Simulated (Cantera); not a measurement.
A closed system holds: 1 mol HI, 0.61 mol H2O, 0.12 mol H2, equilibrated at 900 K and 0.0100 bar.

Equilibrium computed with Cantera from the NASA thermochemical tables; the gas is ideal and each condensed phase is pure. Candidate condensed phases: H2O, I2; 12 gas species. Equilibrium is a limit: real reactors are often held back by kinetics, nucleation or transport.

Base state: HI 0.440, H2O 0.345, H2 0.131, I2 0.0426, I 0.0410 (mole fractions); condensed: gas only.

Problem. What changes in the equilibrium state with this change: H2 from 0.12 to 0.27 mol?

Solution. 
```tsv
species	before	after
HI	0.440	0.432
H2O	0.345	0.319
H2	0.131	0.187
I2	0.0426	0.0288
I	0.0410	0.0337
```

Problem. What changes in the equilibrium state with this change: temperature from 900 K to 573 K?

Solution. 
```tsv
species	before	after
HI	0.440	0.518
H2O	0.345	0.353
H2	0.131	0.0994
I	0.0410	0.000101
I2	0.0426	0.0300
```
